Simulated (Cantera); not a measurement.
A closed system holds: 1 mol Si3N4, 0.22 mol CO2, 620 mol H2, held at 100000 Pa.

Cantera equilibrium calculation (NASA polynomials, part measured and part estimated; ideal gas, pure solids and liquids). Candidate condensed phases: C, C6H6, C7H8, C8H18, H2O, Si, SiC, SiO2, Si2N2O, Si3N4; 151 gas species. Mutual solubility and eutectic melting of coexisting phases are not modelled. Gases not in the tables: Si2H6 and higher silanes. Equilibrium is a limit: real reactors are often held back by kinetics, nucleation or transport.

Which condensed phases are stable at each of these points (T (°C)): 1077, 1152, 1227, 1302, 1377, 1452, 1527, 1602, 1677, 1752?


```json
[
 {"T (°C)": "1077", "condensed phases": "Si2N2O(s) + Si3N4(s)", "Si condensed (%)": "100.0"},
 {"T (°C)": "1152", "condensed phases": "SiC(s) + Si2N2O(s) + Si3N4(s)", "Si condensed (%)": "100.0"},
 {"T (°C)": "1227", "condensed phases": "SiC(s) + Si2N2O(s) + Si3N4(s)", "Si condensed (%)": "100.0"},
 {"T (°C)": "1302", "condensed phases": "SiC(s) + Si2N2O(s) + Si3N4(s)", "Si condensed (%)": "99.9"},
 {"T (°C)": "1377", "condensed phases": "Si(s) + SiC(s) + Si2N2O(s) + Si3N4(s)", "Si condensed (%)": "99.3"},
 {"T (°C)": "1452", "condensed phases": "Si(l) + SiC(s) + Si2N2O(s) + Si3N4(s)", "Si condensed (%)": "97.6"},
 {"T (°C)": "1527", "condensed phases": "Si(l) + SiC(s)", "Si condensed (%)": "85.9"},
 {"T (°C)": "1602", "condensed phases": "Si(l) + SiC(s)", "Si condensed (%)": "86.0"},
 {"T (°C)": "1677", "condensed phases": "Si(l) + SiC(s)", "Si condensed (%)": "85.7"},
 {"T (°C)": "1752", "condensed phases": "Si(l) + SiC(s)", "Si condensed (%)": "84.6"}
]
```

At 1077 °C the condensed part is Si2N2O(s) + Si3N4(s). From 1152 °C to 1302 °C the condensed part is SiC(s) + Si2N2O(s) + Si3N4(s). At 1377 °C the condensed part is Si(s) + SiC(s) + Si2N2O(s) + Si3N4(s). At 1452 °C the condensed part is Si(l) + SiC(s) + Si2N2O(s) + Si3N4(s). From 1527 °C to 1752 °C the condensed part is Si(l) + SiC(s).
